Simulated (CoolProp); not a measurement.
Saturation properties of n-perfluorohexane.

Computed with CoolProp (reference Helmholtz-energy equation of state, Gao 2022).

```json
[
 {"T (K)": "282.1", "p (kPa)": "13.84", "liquid density (kg/m³)": "1722", "enthalpy of vaporisation (kJ/kg)": "97.16", "liquid cp (kJ/(kg K))": "1.022"},
 {"T (K)": "298.4", "p (kPa)": "29.73", "liquid density (kg/m³)": "1675", "enthalpy of vaporisation (kJ/kg)": "93.05", "liquid cp (kJ/(kg K))": "1.047"},
 {"T (K)": "314.6", "p (kPa)": "57.65", "liquid density (kg/m³)": "1627", "enthalpy of vaporisation (kJ/kg)": "88.81", "liquid cp (kJ/(kg K))": "1.073"},
 {"T (K)": "330.9", "p (kPa)": "103.5", "liquid density (kg/m³)": "1576", "enthalpy of vaporisation (kJ/kg)": "84.30", "liquid cp (kJ/(kg K))": "1.099"},
 {"T (K)": "347.1", "p (kPa)": "173.2", "liquid density (kg/m³)": "1523", "enthalpy of vaporisation (kJ/kg)": "79.49", "liquid cp (kJ/(kg K))": "1.126"},
 {"T (K)": "363.4", "p (kPa)": "275.3", "liquid density (kg/m³)": "1464", "enthalpy of vaporisation (kJ/kg)": "74.19", "liquid cp (kJ/(kg K))": "1.157"},
 {"T (K)": "379.6", "p (kPa)": "416.8", "liquid density (kg/m³)": "1399", "enthalpy of vaporisation (kJ/kg)": "68.29", "liquid cp (kJ/(kg K))": "1.192"},
 {"T (K)": "395.8", "p (kPa)": "608.0", "liquid density (kg/m³)": "1324", "enthalpy of vaporisation (kJ/kg)": "61.47", "liquid cp (kJ/(kg K))": "1.237"}
]
```

It boils at 330.3 K under 1 atm.
